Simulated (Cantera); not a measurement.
Source: NASA polynomial tables (part measured, part estimated), evaluated in Cantera. Values are per mole of reaction as written; species without (g) are pure solids or liquids, kept so even where they would boil at 1 bar. VN: taken at fixed stoichiometry.

Problem. Between 723 and 1023 K, where is each reaction favourable under standard conditions?
- 2 NH3(g) + V2O4 + 2 O(g) = 6 OH(g) + 2 VN

Solution. 
- 2 NH3(g) + V2O4 + 2 O(g) = 6 OH(g) + 2 VN: ΔG° is 566 kJ at 723 K and 465 kJ at 1023 K; it stays positive (K < 1). ΔH° is 808 kJ and ΔS° 335 J/K at 1023 K.
